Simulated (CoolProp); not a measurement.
Vapour-liquid equilibrium of R22 (1) + C3F8 (R218) (2) at 288.2 K; x and y are mole fractions of (1).

The numbers come from the multi-fluid Helmholtz-energy mixture model, Kamei 1995 and Lemmon 2006; pair parameters Bell 2016 in CoolProp.

```csv
x,"bubble pressure, mixture model (MPa)","bubble pressure, Raoult's law (MPa)","y, mixture model","y, Raoult's law"
0.05,0.7102,0.6639,0.104,0.060
0.2,0.8357,0.6838,0.321,0.231
0.35,0.9132,0.7038,0.456,0.393
0.5,0.9517,0.7238,0.553,0.546
0.65,0.9597,0.7438,0.636,0.691
0.8,0.9353,0.7638,0.732,0.828
0.95,0.8477,0.7838,0.900,0.958
```

The largest gap from Raoult's law is +31.5 % in bubble pressure, at x = 0.5. y crosses x between x = 0.5 and 0.65: the model has an azeotrope there.

The pair parameters rest on a limited set of measurements; away from them the model extrapolates.
